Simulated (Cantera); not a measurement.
Cantera run, input and output.

```python
import numpy as np
import cantera as ct

gas = ct.Solution("gri30.yaml")
gas.TPX = 1873, 27, {'C2H6': 1, 'N2': 4.1}
reactor = ct.IdealGasConstPressureReactor(gas, energy="off", clone=False)
net = ct.ReactorNet([reactor])
net.rtol, net.atol = 1e-08, 1e-18
show = ['C2H6', 'C2H', 'C2H4', 'CH3', 'CH4', 'C2H2']
times = np.geomspace(0.0004, 200, 11)

steps = ct.SolutionArray(gas, extra=["t"])
rows = []
print(f"{'t/s':>10s}{'T/K':>9s}{'P/Pa':>11s}" + "".join(f"{s:>11s}" for s in show))
for t in times:
    while net.time < t:
        t_next = net.step()
        steps.append(gas.state, t=t_next)
    rows.append([np.interp(t, steps.t, y) for y in (steps.T, steps.P, *steps(*show).X.T)])
    print(f"{t:10.3e}{rows[-1][0]:9.1f}{rows[-1][1]:11.4g}" + "".join(f"{x:11.3e}" for x in rows[-1][2:]))
rate = np.gradient(steps.T, steps.t)
print("integrator steps:", len(steps.t))
if steps.T.max() > steps.T[0] + 200:
    print(f"time of steepest temperature rise: {steps.t[rate.argmax()]:.4e} s")
gas.TPX = 1873, 27, {'C2H6': 1, 'N2': 4.1}
gas.equilibrate("TP")
print(f"equilibrium (TP): T = {gas.T:.1f} K  " + "  ".join(f"{s} {gas[s].X[0]:.3e}" for s in show))
```

Output:

```
       t/s      T/K       P/Pa       C2H6        C2H       C2H4        CH3        CH4       C2H2
 4.000e-04   1873.0         27  1.791e-01  8.101e-14  6.365e-05  2.695e-02  3.428e-04  2.236e-08
 1.486e-03   1873.0         27  1.345e-01  5.171e-09  4.239e-03  7.470e-02  3.784e-03  1.889e-05
 5.519e-03   1873.0         27  2.741e-02  6.683e-06  5.007e-02  1.141e-01  2.643e-02  7.002e-03
 2.050e-02   1873.0         27  9.705e-05  3.037e-05  3.338e-02  2.968e-02  4.704e-02  7.970e-02
 7.615e-02   1873.0         27  1.394e-05  1.491e-05  6.837e-03  8.056e-03  3.986e-02  1.168e-01
 2.828e-01   1873.0         27  3.790e-06  8.846e-06  1.085e-03  3.464e-03  3.063e-02  1.273e-01
 1.051e+00   1873.0         27  1.195e-06  7.081e-06  3.034e-04  1.810e-03  2.039e-02  1.324e-01
 3.902e+00   1873.0         27  2.752e-07  8.599e-06  6.598e-05  9.020e-04  8.560e-03  1.372e-01
 1.450e+01   1873.0         27  1.229e-08  1.597e-05  4.144e-06  2.367e-04  1.225e-03  1.401e-01
 5.384e+01   1873.0         27  1.105e-11  4.572e-05  4.115e-07  1.272e-05  2.295e-05  1.402e-01
 2.000e+02   1873.0         27  2.178e-15  1.028e-04  1.772e-07  1.986e-07  1.586e-07  1.395e-01
integrator steps: 2022
equilibrium (TP): T = 1873.0 K  C2H6 5.129e-15  C2H 6.834e-05  C2H4 7.890e-08  CH3 5.431e-07  CH4 3.556e-07  C2H2 7.609e-02
```

Cantera simulation using GRI-Mech 3.0 (53 species, 325 reactions); the numbers are that mechanism's predictions, not measurements. GRI-Mech 3.0 stops at C3 and has no aromatics, soot or wall deposition, so with more carbon than oxygen in the feed, carbon stays in small species such as C2H2 where larger ones or solid carbon would form. Radical loss at walls, strong at low pressure, is not modelled.
